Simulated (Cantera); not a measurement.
A closed system holds: 1 mol Fe₂O₃, 1900 mol H₂, 0.36 mol N₂, equilibrated at 67.0 Pa.

Method: chemical equilibrium by Gibbs-energy minimisation in Cantera with the NASA 1993 tables (ideal gas, pure condensed phases). Candidate condensed phases: Fe, FeO, Fe(OH)₂, Fe(OH)₃, Fe₂O₃, Fe₃O₄, H₂O; 27 gas species. Equilibrium is a limit: real reactors are often held back by kinetics, nucleation or transport.

x: gas mole fraction; n: condensed amount in mol.

| T (K) | x H₂ | x H | x H₂O | x Fe | n Fe(α) | n Fe(γ) |
|---|---|---|---|---|---|---|
| 825 | 0.998 | 3.06e-10 | 0.00158 | <1e-12 | 2.00 | 0 |
| 975 | 0.998 | 4.42e-8 | 0.00158 | 6.30e-12 | 2.00 | 0 |
| 1125 | 0.998 | 1.72e-6 | 0.00158 | 5.02e-9 | 2.00 | 0 |
| 1275 | 0.998 | 2.85e-5 | 0.00158 | 7.88e-7 | 0 | 2.00 |
| 1425 | 0.998 | 0.000263 | 0.00158 | 4.17e-5 | 0 | 1.92 |
| 1575 | 0.996 | … | 0.00158 | 0.00102 | 0 | … |
| 1725 | 0.990 | … | 0.00157 | 0.00105 | 0 | 0 |
| 1875 | 0.972 | 0.0250 | 0.00155 | 0.00104 | 0 | 0 |

Fill in the missing entries.


- 1575, x H: 0.00160
- 1575, n Fe(γ): 0.0585
- 1725, x H: 0.00714
